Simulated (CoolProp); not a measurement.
Vapour-liquid equilibrium of R22 (1) + R134a (2) at 8.04 bar; x and y are mole fractions of (1).

Computed with CoolProp (multi-fluid Helmholtz-energy mixture model, Kamei 1995 and Tillner-Roth 1994; pair parameters Bell 2016).

```
x     bubble temperature, mixture model (°C)  bubble temperature, Raoult's law (°C)  y, mixture model  y, Raoult's law
----  --------------------------------------  -------------------------------------  ----------------  ---------------
0.05                                    30.3                                   30.6             0.075            0.075
0.2                                     27.1                                   27.8             0.275            0.280
0.35                                    24.3                                   25.3             0.445            0.458
0.5                                     21.9                                   22.8             0.593            0.612
0.65                                    19.8                                   20.5             0.725            0.747
0.8                                     17.9                                   18.4             0.847            0.865
0.95                                    16.2                                   16.3             0.963            0.968
```

The largest gap from Raoult's law is -1.0 K in bubble temperature, at x = 0.35. No azeotrope shows between x = 0.05 and 0.95.

The pair parameters rest on a limited set of measurements; away from them the model extrapolates.
